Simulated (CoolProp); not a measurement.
R507A at several states: fugacity coefficient from the reference equation and from simpler models built on Tc = 70.6 °C, pc = 3.705 MPa, ω = 0.286; each cubic takes its own stable root.

Model: reference Helmholtz-energy equation of state, Lemmon 2003, in CoolProp. It is a pseudo-pure fit of the blend.

```json
[
 {"T (°C)": "-7.45", "p (MPa)": "16.7", "phase": "liquid", "reference": "0.04683", "Soave-Redlich-Kwong": "0.05224", "Peng-Robinson": "0.04760"},
 {"T (°C)": "171.75", "p (MPa)": "0.224", "phase": "gas", "reference": "0.9914", "Soave-Redlich-Kwong": "0.9923", "Peng-Robinson": "0.9906"},
 {"T (°C)": "37.75", "p (MPa)": "0.499", "phase": "gas", "reference": "0.9312", "Soave-Redlich-Kwong": "0.9366", "Peng-Robinson": "0.9313"}
]
```
